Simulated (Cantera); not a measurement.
A perfectly stirred reactor is fed with 1.05 % C₂H₆, 98.9 % H₂, at 1.00 atm; it is held at 1748 K, and followed from long to short residence time.

Model: GRI-Mech 3.0 (53 species, 325 reactions), integrated in Cantera. GRI-Mech 3.0 stops at C3 and has no aromatics, soot or wall deposition, so with more carbon than oxygen in the feed, carbon stays in small species such as C2H2 where larger ones or solid carbon would form.

One state of this run: x C₂H₆ = 2.80e-6; x H₂ = 0.984; x CH₄ = 0.00975; x C₂H₄ = 0.000195; x C₂H = 9.09e-9; x CH₃ = 4.84e-5; x H = 0.000242. x: mole fraction; the columns are a selection and need not sum to one.

Task: Which value of τ (s) does it belong to?
A) 0.00040
B) 0.015
C) 0.094
D) 0.0025

Result: C, 0.094
